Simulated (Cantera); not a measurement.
A freely propagating, adiabatic, planar premixed flame of H2 : O2 : N2 = 1 : 0.5 : 1.88 (molar parts), equivalence ratio 1.0, unburnt at 325 K and 0.247 atm; multicomponent+Soret transport, grid criteria slope 0.08 and curve 0.16, no radiation.

Detailed kinetics in Cantera: the H2/O2 subset of GRI-Mech 3.0, which has no nitrogen chemistry. Burning velocities carry a grid error of a few per cent, more on coarse grids.

x: mole fraction of selected species; z is measured from the peak of heat release.

```tsv
z (mm)	T (K)	u (m/s)	x H2	x O2	x H2O2	x HO2	x OH	x H2O
-6.59	325	2.21	0.296	0.148	<1e-8	<1e-8	<1e-8	<1e-8
-4.39	325	2.21	0.296	0.148	<1e-8	<1e-8	<1e-8	<1e-8
-3.29	325	2.21	0.296	0.148	<1e-8	<1e-8	<1e-8	<1e-8
-2.20	325	2.21	0.296	0.148	<1e-8	<1e-8	<1e-8	[?]
-1.10	329	2.21	0.285	0.150	2.24e-6	2.44e-5	2.33e-6	8.23e-5
-0.549	566	3.65	0.240	0.149	5.78e-5	0.000126	0.000900	0.0174
0	1049	6.60	0.144	0.108	1.76e-6	3.44e-5	0.00207	0.106
0.549	[?]	8.50	[?]	[?]	[?]	[?]	[?]	[?]
1.10	1499	9.34	0.0433	0.0336	1.16e-6	7.92e-6	0.00961	0.235
2.20	1647	10.2	0.0426	0.0288	6.38e-7	5.65e-6	0.0122	0.246
4.39	1803	11.0	0.0417	0.0249	3.20e-7	4.04e-6	0.0142	0.257
8.78	1954	11.8	0.0384	0.0210	1.72e-7	2.81e-6	0.0151	0.269
17.6	2094	12.5	0.0332	0.0171	1.05e-7	1.93e-6	0.0148	0.283
```

Problem. Some entries are withheld; supply them.

Solution. 
- -2.20, x H2O: 2.58e-8
- 0.549, T (K): 1358
- 0.549, x H2: 0.0586
- 0.549, x O2: 0.0485
- 0.549, x H2O2: 1.59e-6
- 0.549, x HO2: 1.31e-5
- 0.549, x OH: 0.00682
- 0.549, x H2O: 0.210
